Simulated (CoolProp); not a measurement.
Saturated liquid density (kg/m³) of CF4 (R14): the reference equation beside estimates from Tc = 227.4 K, pc = 37.62 bar, ω = 0.178. Rackett uses Z = 0.29056 − 0.08775 ω.

The numbers come from the reference Helmholtz-energy equation of state, Platzer 1990 in CoolProp. This equation is an older, rougher fit; its heat capacities, sound speeds and derivatives of the liquid may be far off and weren't checked against measurements.

```csv
T (K),reference,Rackett,van der Waals,Peng-Robinson
126,1701,1776,1112,1881
128,1692,1766,1106,1871
130.1,1681,1755,1100,1860
132.1,1671,1744,1093,1850
134.1,1661,1734,1087,1839
136.1,1650,1723,1081,1828
138.2,1640,1712,1074,1817
140.2,1629,1701,1067,1805
142.2,1619,1690,1061,1794
144.3,1607,1678,1053,1781
146.3,1597,1667,1047,1769
148.3,1586,1656,1040,1757
150.3,1575,1644,1032,1744
152.4,1564,1632,1025,1730
154.4,1553,1620,1018,1717
```

Absolute difference from the reference over all 15 rows, mean and median: Rackett 4.4 and 4.4 %, van der Waals 34.5 and 34.5 %, Peng-Robinson 10.7 and 10.7 %.
